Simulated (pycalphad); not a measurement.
Source of the numbers: pycalphad with the COST 507 light-alloy database (1999); pressure 1 atm. No gas phase is included, though pure Mg would boil below 1377 °C. The database dates from 1999; later assessments differ in places, in temperatures and in the compounds included. Diffusion is slow at the low end, where real alloys seldom reach equilibrium.

Molar enthalpy of Mg-0.52Si-1.79Al (at.%) in equilibrium (SER reference):

```json
[
 {"T (°C)": "1377", "H (kJ/mol)": "50.85", "phases": "liquid"},
 {"T (°C)": "1302", "H (kJ/mol)": "48.28", "phases": "liquid"},
 {"T (°C)": "1227", "H (kJ/mol)": "45.71", "phases": "liquid"},
 {"T (°C)": "1152", "H (kJ/mol)": "43.14", "phases": "liquid"},
 {"T (°C)": "1077", "H (kJ/mol)": "40.58", "phases": "liquid"},
 {"T (°C)": "1002", "H (kJ/mol)": "38.01", "phases": "liquid"},
 {"T (°C)": "927", "H (kJ/mol)": "35.44", "phases": "liquid"},
 {"T (°C)": "852", "H (kJ/mol)": "32.88", "phases": "liquid"},
 {"T (°C)": "777", "H (kJ/mol)": "30.31", "phases": "liquid"},
 {"T (°C)": "702", "H (kJ/mol)": "27.74", "phases": "liquid"},
 {"T (°C)": "677", "H (kJ/mol)": "26.89", "phases": "liquid"},
 {"T (°C)": "652", "H (kJ/mol)": "26.03", "phases": "liquid"},
 {"T (°C)": "627", "H (kJ/mol)": "21.42", "phases": "liquid + hcp"},
 {"T (°C)": "602", "H (kJ/mol)": "16.01", "phases": "hcp + MG2SI"},
 {"T (°C)": "577", "H (kJ/mol)": "15.23", "phases": "hcp + MG2SI"},
 {"T (°C)": "552", "H (kJ/mol)": "14.46", "phases": "hcp + MG2SI"},
 {"T (°C)": "477", "H (kJ/mol)": "12.18", "phases": "hcp + MG2SI"},
 {"T (°C)": "402", "H (kJ/mol)": "9.98", "phases": "hcp + MG2SI"},
 {"T (°C)": "327", "H (kJ/mol)": "7.84", "phases": "hcp + MG2SI"},
 {"T (°C)": "252", "H (kJ/mol)": "5.76", "phases": "hcp + MG2SI"},
 {"T (°C)": "177", "H (kJ/mol)": "3.74", "phases": "hcp + MG2SI"},
 {"T (°C)": "102", "H (kJ/mol)": "1.66", "phases": "hcp + ALMG_GAMMA + MG2SI"}
]
```

Cooling from 652 °C to 602 °C, across the freezing range, releases 10.0 kJ/mol, or 411 J/g. The slope is 34 J/(mol K) in the liquid and 31 J/(mol K) just below the solidus, where it includes any heat of precipitation. Liquidus 635 °C, solidus 604 °C. Changes were sought between steps of 25 K, so a narrower field can be missed.

Database names, with the compositions (at.%) that they take in these runs: MG2SI: Mg 67 Si 33; ALMG_GAMMA: Mg 59 Al 41.
